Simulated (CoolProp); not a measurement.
Vapour-liquid equilibrium of propylene (1) + R115 (2) at -89.15 °C; x and y are mole fractions of (1).

Values from CoolProp's multi-fluid Helmholtz-energy mixture model, Lemmon 2013 and Lemmon 2016; pair parameters Bell 2016.

| x | bubble pressure, mixture model (MPa) | bubble pressure, Raoult's law (MPa) | y, mixture model | y, Raoult's law |
|---|---|---|---|---|
| 0.05 | 0.006360 | 0.005445 | 0.215 | 0.086 |
| 0.2 | 0.008817 | 0.006058 | 0.508 | 0.308 |
| 0.35 | 0.01009 | 0.006671 | 0.618 | 0.489 |
| 0.5 | 0.01062 | 0.007284 | 0.669 | 0.640 |
| 0.65 | 0.01080 | 0.007897 | 0.703 | 0.768 |
| 0.8 | 0.01078 | 0.008510 | 0.750 | 0.877 |
| 0.95 | 0.01005 | 0.009123 | 0.887 | 0.971 |

The largest gap from Raoult's law is +51.3 % in bubble pressure, at x = 0.35. y crosses x between x = 0.65 and 0.8: the model has an azeotrope there.

Pair parameters are fitted to limited data, so mixtures are less certain than the pure fluids. With so large a gap from Raoult's law the liquid may split in two, which this calculation doesn't test in full.
